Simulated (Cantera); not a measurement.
## Hydrocarbon pyrolysis for carbon deposition

An isothermal, constant-pressure homogeneous reactor starts with 2.22 % C2H6, 97.8 % N2, at 1975 K and 0.0178 atm.

Detailed kinetics in Cantera: GRI-Mech 3.0 (53 species, 325 reactions). GRI-Mech 3.0 stops at C3 and has no aromatics, soot or wall deposition, so with more carbon than oxygen in the feed, carbon stays in small species such as C2H2 where larger ones or solid carbon would form. Radical loss at walls, strong at low pressure, is not modelled.

```tsv
t (s)	x C2H6	x C2H	x C2H4	x C2H2	x CH2
0.00100	1.97e-6	1.66e-5	0.00149	0.0171	6.85e-5
0.00242	4.42e-7	1.10e-5	0.000275	0.0194	2.91e-5
0.00588	1.33e-7	8.03e-6	6.39e-5	0.0202	1.35e-5
0.0143	4.29e-8	6.55e-6	1.99e-5	0.0205	6.72e-6
0.0346	1.34e-8	6.11e-6	6.25e-6	0.0208	3.66e-6
0.0838	3.27e-9	6.56e-6	1.63e-6	0.0210	2.02e-6
0.203	4.41e-10	7.76e-6	3.45e-7	0.0211	9.18e-7
0.492	1.86e-11	9.74e-6	1.47e-7	0.0211	2.48e-7
1.19	<1e-12	1.29e-5	1.30e-7	0.0211	2.00e-8
2.89	<1e-12	1.67e-5	1.24e-7	0.0211	6.56e-9
7.02	<1e-12	1.82e-5	1.22e-7	0.0211	4.51e-9
17.0	<1e-12	1.82e-5	1.21e-7	0.0211	4.47e-9
41.2	<1e-12	1.82e-5	1.21e-7	0.0211	4.52e-9
100	<1e-12	1.82e-5	1.21e-7	0.0211	4.64e-9
```
x: mole fraction; the columns are a selection and need not sum to one.

Equilibrium at this temperature and pressure: C2H6 <1e-12, C2H 2.69e-6, C2H4 1.79e-8, C2H2 0.00311, CH2 9.64e-9 (gas phase only).
